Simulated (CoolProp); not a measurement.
A single-stage vapour-compression cycle with fluoroethane (R161): evaporating at 277.15 K (dew point), condensing at 297.15 K (bubble point), superheat 0 K, subcooling 8 K, compressor efficiency 0.7, no pressure losses. Each further row changes one setting.

The numbers come from the reference Helmholtz-energy equation of state, Wu 2012 in CoolProp.

```json
[
 {"case": "as stated", "cooling COP": "9.29", "pressure ratio": "1.81", "discharge temperature (K)": "313.2", "refrigerating effect (kJ/kg)": "347", "volumetric capacity (kJ/m³)": "4030"},
 {"case": "evaporating temperature 282.15 K", "cooling COP": "12.8", "pressure ratio": "1.55", "discharge temperature (K)": "308.9", "refrigerating effect (kJ/kg)": "350", "volumetric capacity (kJ/m³)": "4740"},
 {"case": "condensing temperature 292.15 K", "cooling COP": "12.6", "pressure ratio": "1.57", "discharge temperature (K)": "304.7", "refrigerating effect (kJ/kg)": "358", "volumetric capacity (kJ/m³)": "4160"},
 {"case": "subcooling 13 K", "cooling COP": "9.58", "pressure ratio": "1.81", "discharge temperature (K)": "313.2", "refrigerating effect (kJ/kg)": "358", "volumetric capacity (kJ/m³)": "4160"},
 {"case": "superheat 10 K", "cooling COP": "9.17", "pressure ratio": "1.81", "discharge temperature (K)": "323.3", "refrigerating effect (kJ/kg)": "360", "volumetric capacity (kJ/m³)": "3980"},
 {"case": "compressor efficiency 0.6", "cooling COP": "7.96", "pressure ratio": "1.81", "discharge temperature (K)": "317.3", "refrigerating effect (kJ/kg)": "347", "volumetric capacity (kJ/m³)": "4030"}
]
```
